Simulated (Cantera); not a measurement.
An adiabatic, constant-pressure homogeneous reactor starts with C3H8 : O2 : N2 = 1 : 10.9 : 67.4 (molar parts), equivalence ratio 0.46, at 1800 K and 24.0 bar. Integrator tolerance rtol = 1e-08.

Model: GRI-Mech 3.0 (53 species, 325 reactions), integrated in Cantera. GRI-Mech 3.0 was tuned for natural gas; its chemistry of propane as a main component is partial and can be far from experiment. The pressure lies above the range GRI-Mech 3.0 was tuned for (to about 10 atm).

### Question
What does this change do: constant volume in place of constant pressure?

### Answer
| quantity | before | after |
|---|---|---|
| time of steepest temperature rise | 1.58 µs | 1.47 µs |
| temperature at 0.200 s | 2426 K | 2579 K |
| equilibrium temperature | 2426 K | 2579 K |
| x(C3H8) at 0.200 s | <1e-12 (gas-phase equilibrium <1e-12) | <1e-12 (gas-phase equilibrium <1e-12) |
| x(O2) at 0.200 s | 0.0670 (gas-phase equilibrium 0.0670) | 0.0651 (gas-phase equilibrium 0.0651) |
| x(HCO) at 0.200 s | 1.26e-10 (gas-phase equilibrium 1.26e-10) | 5.79e-10 (gas-phase equilibrium 5.79e-10) |
| x(O) at 0.200 s | 0.000529 (gas-phase equilibrium 0.000529) | 0.000917 (gas-phase equilibrium 0.000917) |
| x(CH2) at 0.200 s | <1e-12 (gas-phase equilibrium <1e-12) | <1e-12 (gas-phase equilibrium <1e-12) |
| x(C2H) at 0.200 s | <1e-12 (gas-phase equilibrium <1e-12) | <1e-12 (gas-phase equilibrium <1e-12) |
| x(CH2O) at 0.200 s | 1.08e-12 (gas-phase equilibrium 1.08e-12) | 5.04e-12 (gas-phase equilibrium 5.04e-12) |
